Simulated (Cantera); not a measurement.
An isothermal, constant-pressure homogeneous reactor starts with 6.98 % H₂, 38.8 % O₂, 54.3 % N₂, at 900 K and 1.65 Torr.

Cantera simulation using the H2/O2 subset of GRI-Mech 3.0, which has no nitrogen chemistry; the numbers are that mechanism's predictions, not measurements. Radical loss at walls, strong at low pressure, is not modelled. Below about 950 K walls govern HO2 and H2O2 in real vessels. The temperature is held fixed by assumption; the heat of reaction is taken as removed at once.

Question: Predict: x(H₂) at 1.00 s; x(O₂) at 1.00 s; x(HO₂) at 1.00 s; x(H) at 1.00 s; x(OH) at 1.00 s; x(H₂O) at 1.00 s; x(H₂O₂) at 1.00 s.

Answer: 
```json
{
 "x(H₂) at 1.00 s": "0.000607 (gas-phase equilibrium 8.21e-12)",
 "x(O₂) at 1.00 s": "0.363 (gas-phase equilibrium 0.365)",
 "x(HO₂) at 1.00 s": "8.80e-7 (gas-phase equilibrium 4.40e-11)",
 "x(H) at 1.00 s": "0.00320 (gas-phase equilibrium <1e-12)",
 "x(OH) at 1.00 s": "0.000487 (gas-phase equilibrium 5.93e-8)",
 "x(H₂O) at 1.00 s": "0.0695 (gas-phase equilibrium 0.0723)",
 "x(H₂O₂) at 1.00 s": "1.09e-8 (gas-phase equilibrium 1.40e-12)"
}
```
